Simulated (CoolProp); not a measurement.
Diethyl ether along the isotherm 275 K: density (kg/m³) from the reference equation and from simpler models built on Tc = 467.9 K, pc = 3.717 MPa, ω = 0.282; each cubic takes its own stable root.

Values from CoolProp's reference Helmholtz-energy equation of state, Thol 2014.

```json
[
 {"p (MPa)": "0.0176", "phase": "gas", "reference": "0.5775", "van der Waals": "0.5733", "Redlich-Kwong": "0.5746", "Soave-Redlich-Kwong": "0.5751", "Peng-Robinson": "0.5753"},
 {"p (MPa)": "0.0334", "phase": "liquid", "reference": "733.8", "van der Waals": "1.093", "Redlich-Kwong": "1.097", "Soave-Redlich-Kwong": "670.4", "Peng-Robinson": "756.2"},
 {"p (MPa)": "0.0634", "phase": "liquid", "reference": "733.8", "van der Waals": "2.092", "Redlich-Kwong": "648.9", "Soave-Redlich-Kwong": "670.5", "Peng-Robinson": "756.3"},
 {"p (MPa)": "0.12", "phase": "liquid", "reference": "733.9", "van der Waals": "4.026", "Redlich-Kwong": "649.0", "Soave-Redlich-Kwong": "670.6", "Peng-Robinson": "756.3"},
 {"p (MPa)": "0.228", "phase": "liquid", "reference": "734.0", "van der Waals": "7.914", "Redlich-Kwong": "649.2", "Soave-Redlich-Kwong": "670.7", "Peng-Robinson": "756.5"},
 {"p (MPa)": "0.432", "phase": "liquid", "reference": "734.2", "van der Waals": "440.6", "Redlich-Kwong": "649.6", "Soave-Redlich-Kwong": "671.0", "Peng-Robinson": "756.8"},
 {"p (MPa)": "0.818", "phase": "liquid", "reference": "734.7", "van der Waals": "441.7", "Redlich-Kwong": "650.4", "Soave-Redlich-Kwong": "671.6", "Peng-Robinson": "757.3"},
 {"p (MPa)": "1.55", "phase": "liquid", "reference": "735.5", "van der Waals": "443.7", "Redlich-Kwong": "651.8", "Soave-Redlich-Kwong": "672.6", "Peng-Robinson": "758.2"},
 {"p (MPa)": "2.94", "phase": "liquid", "reference": "737.1", "van der Waals": "447.2", "Redlich-Kwong": "654.4", "Soave-Redlich-Kwong": "674.5", "Peng-Robinson": "760.0"}
]
```

At some of these states van der Waals, Redlich-Kwong gives the other phase, because its saturation line lies elsewhere.
